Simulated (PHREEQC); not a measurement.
Dissolve 0.004 mol KH2PO4 per kg of water at 20 °C. Closed to the air; pH follows from the charge balance.

All values are PHREEQC results (ion-association model, phreeqc.dat), not measurements.

Each row changes one thing in this solution. Precipitation was switched off in this run.

```
case                                   pH  ionic strength (mol/kgw)  HPO4-2 (mol/kgw)  H3PO4 (mol/kgw)  KHPO4- (mol/kgw)
-----------------------------------  ----  ------------------------  ----------------  ---------------  ----------------
as made                              4.86                   0.00404           2.14e-5          7.03e-6           1.28e-7
KH2PO4 from 0.004 to 0.002 mol/kgw   4.99                   0.00202           1.34e-5          2.70e-6           4.31e-8
KH2PO4 from 0.004 to 0.04 mol/kgw    4.57                    0.0402          0.000150         0.000124           5.71e-6
KH2PO4 from 0.004 to 0.0008 mol/kgw  5.17                  0.000815           7.72e-6          7.23e-7           1.06e-8
diluted 5-fold with water            5.17                  0.000815           7.72e-6          7.23e-7           1.06e-8
temperature from 20 to 60 °C         4.85                   0.00404           2.59e-5          1.11e-5           1.51e-7
```

Species that the database lacks are ignored. Constants without temperature data keep their 25 °C values here.
